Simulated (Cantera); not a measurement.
A perfectly stirred reactor is fed with H2 : O2 : N2 = 1.7 : 1 : 11 (molar parts), at 0.987 atm; it is held at 1350 K, and followed from long to short residence time.

Model: the H2/O2 subset of GRI-Mech 3.0, which has no nitrogen chemistry, integrated in Cantera. The temperature is held fixed by assumption; the heat of reaction is taken as removed at once.

Problem. What does this change do: H2 1.7 to 0.36 parts?

Solution. 
```
quantity                  before     after
----------------------  --------  --------
x(H2) at τ = 12.0 s      2.32e-5   2.96e-6
x(O2) at τ = 12.0 s       0.0117    0.0673
x(H2O2) at τ = 12.0 s    4.25e-8   1.14e-8
x(H) at τ = 12.0 s       6.05e-7   4.91e-8
x(OH) at τ = 12.0 s      7.25e-5   3.64e-5
x(H2) at τ = 31.0 ms     0.00114  0.000146
x(O2) at τ = 31.0 ms      0.0121    0.0672
x(H2O2) at τ = 31.0 ms   7.29e-7   2.41e-7
x(H) at τ = 31.0 ms     0.000211   1.82e-5
x(OH) at τ = 31.0 ms    0.000521  0.000256
```
